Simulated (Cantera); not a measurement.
Feed: 1 mol SiO2, 7 mol HF, 97 mol N2, at 750 K and 0.0100 bar.

Method: chemical equilibrium by Gibbs-energy minimisation in Cantera with the NASA 1993 tables (ideal gas, pure condensed phases). Candidate condensed phases: H2O, Si, SiO2, Si2N2O, Si3N4; 58 gas species. Equilibrium is a limit: real reactors are often held back by kinetics, nucleation or transport.

Base state: N2 0.941, HF 0.0312, H2O 0.0184, SiF4 0.00919 (mole fractions); condensed: SiO2(α-quartz).

**Question.** What changes in the equilibrium state with this change: pressure from 0.0100 bar to 0.00133 bar?

**Answer.** 
| species | before | after |
|---|---|---|
| N2 | 0.941 | 0.939 |
| HF | 0.0312 | 0.0408 |
| H2O | 0.0184 | 0.0135 |
| SiF4 | 0.00919 | 0.00673 |
| SiO2(α-quartz), mol | 0.0530 | 0.305 |

**Question.** What changes in the equilibrium state with this change: HF from 7 to 3.6 mol?

**Answer.** 
```json
[
 {"species": "N2", "before": "0.941", "after": "0.969"},
 {"species": "HF", "before": "0.0312", "after": "0.0181"},
 {"species": "H2O", "before": "0.0184", "after": "0.00891"},
 {"species": "SiF4", "before": "0.00919", "after": "0.00446"},
 {"species": "SiO2(α-quartz), mol", "before": "0.0530", "after": "0.554"}
]
```
